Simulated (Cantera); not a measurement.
An isothermal, constant-pressure homogeneous reactor starts with 1.37 % CH4, 0.686 % O2, 97.9 % N2, at 1350 K and 2.40 bar.

Cantera simulation using GRI-Mech 3.0 (53 species, 325 reactions); the numbers are that mechanism's predictions, not measurements.

One state of this run: x CH4 = 0.00512; x O2 = 8.35e-5; x NO = 7.06e-10; x O = 1.27e-10; x HCN = 3.71e-9. x: mole fraction; the columns are a selection and need not sum to one.

Which value of t (s) does it belong to?
(A) 0.265
(B) 1.17
(C) 0.000700
(D) 100

B, 1.17
